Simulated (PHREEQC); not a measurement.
A column of 0.2 m (40 cells, dispersivity 0.016 m, 300 s a shift, diffusion coefficient 3e-10 m²/s) holds 0.028 eq of the database's cation exchanger X per kg of pore water, first in equilibrium with 0.0028 mol/kgw CaCl2, 0.0028 mol/kgw (NH4)2SO4 and 1e-05 mol/kgw HCl. It is flushed with 0.0072 mol/kgw MgSO4 and 1e-05 mol/kgw HCl, at 25 °C. Values are for the last cell. CO2 from the air is kept out. No solid was allowed to form.

Model: ion-association model, phreeqc.dat, run in PHREEQC.

```csv
pore volumes,Mg in solution (mol/kgw),NH4 in solution (mol/kgw),Cl in solution (mol/kgw),Ca in solution (mol/kgw),S in solution (mol/kgw)
0,0,0.00560,0.00561,0.00280,0.00280
0.4125,…,0.00561,0.00553,0.00282,0.00286
1.012,5.57e-5,…,0.00232,0.00376,0.00539
1.613,0.00115,0.00301,0.000427,0.00442,0.00687
2.013,0.00234,0.00163,0.000125,…,0.00711
2.413,0.00341,0.000831,4.03e-5,0.00337,0.00718
3.013,0.00461,0.000285,1.39e-5,0.00245,0.00720
3.612,0.00542,9.52e-5,1.05e-5,0.00173,0.00720
4.013,0.00581,4.55e-5,1.01e-5,0.00136,0.00720
4.412,0.00612,2.17e-5,1.00e-5,0.00107,0.00720
5.013,0.00646,7.12e-6,1.00e-5,0.000740,0.00720
5.612,0.00669,2.33e-6,1.00e-5,0.000507,0.00720
6.013,0.00681,1.10e-6,1.00e-5,0.000392,0.00720
```

Complete the blanks.


- 0.4125, Mg in solution (mol/kgw): 2.33e-11
- 1.012, NH4 in solution (mol/kgw): 0.00545
- 2.013, Ca in solution (mol/kgw): 0.00401
